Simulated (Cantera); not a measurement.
A closed system holds: 1 mol Fe2O3, 21 mol H2, 0.036 mol H2O, equilibrated at 593 Torr.

Equilibrium computed with Cantera from the NASA thermochemical tables; the gas is ideal and each condensed phase is pure. Candidate condensed phases: Fe, FeO, Fe(OH)2, Fe(OH)3, Fe2O3, Fe3O4, H2O; 12 gas species. The numbers say what is thermodynamically allowed, not how fast it happens.

Problem. At 1498 K, list the 3 most abundant gas species with their mole fractions, and the condensed phases.

Solution. H2 0.856, H2O 0.144, H 1.79e-5. Condensed: Fe(γ).
